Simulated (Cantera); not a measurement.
Charge: 1 mol Si₃H₈, 0.04 mol Cl₂, 100 mol N₂, equilibrated at 1750 K and 3.70 mbar.

Equilibrium computed with Cantera from the NASA thermochemical tables; the gas is ideal and each condensed phase is pure. Candidate condensed phases: NH₄Cl, Si, Si₃N₄; 28 gas species. The feed counts by its element totals alone. The tables' values for SiN are old estimates; treat these amounts as uncertain. Kinetics and transport are ignored.

Base state: N₂ 0.960, H₂ 0.0377, H 0.000742, HCl 0.000669, Si 0.000406, SiCl₂ 3.95e-5, Si₂N 2.12e-5, SiN 1.25e-5 (mole fractions); condensed: Si(l).

**Question.** What changes in the equilibrium state with this change: Si₃H₈ replaced by Si₂H₆?

**Answer.** 
```json
[
 {"species": "N₂", "before": "0.960", "after": "0.970"},
 {"species": "H₂", "before": "0.0377", "after": "0.0284"},
 {"species": "HCl", "before": "0.000669", "after": "0.000653"},
 {"species": "H", "before": "0.000742", "after": "0.000645"},
 {"species": "Si", "before": "0.000406", "after": "0.000406"},
 {"species": "SiCl₂", "before": "3.95e-5", "after": "4.99e-5"},
 {"species": "Cl", "before": "1.02e-5", "after": "1.14e-5"},
 {"species": "Si(l), mol", "before": "2.95", "after": "1.94"}
]
```
The tables' values for SiN, SiCl are old estimates; treat these amounts as uncertain.
